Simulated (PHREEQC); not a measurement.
## Brine: speciation

A solution holds 4.6 mol NaBr, 0.19 mol Na2SO4 and 1.6 mol LiCl per kg of water, at 25 °C. Closed to the air; pH follows from the charge balance.

All values are PHREEQC results (Pitzer model, pitzer.dat), not measurements.

Each row changes one thing in this solution. No solid was allowed to form.

```tsv
case	pH	SI of Thenardite (Na2SO4)	SI of Mirabilite (Na2SO4:10H2O)
as made	6.42	-0.54	-1.17
LiCl from 1.6 to 1.76 mol/kgw	6.41	-0.51	-1.20
diluted 10-fold with water	6.95	-3.32	-2.47
LiCl from 1.6 to 1.44 mol/kgw	6.43	-0.57	…
temperature from 25 to 35 °C	6.33	-0.47	…
LiCl replaced by LiOH at the same molality	13.64	…	-1.09
```

Question: Some entries are withheld; supply them.

Answer: 
- LiCl from 1.6 to 1.44 mol/kgw, SI of Mirabilite (Na2SO4:10H2O): -1.13
- temperature from 25 to 35 °C, SI of Mirabilite (Na2SO4:10H2O): -1.54
- LiCl replaced by LiOH at the same molality, SI of Thenardite (Na2SO4): -0.67
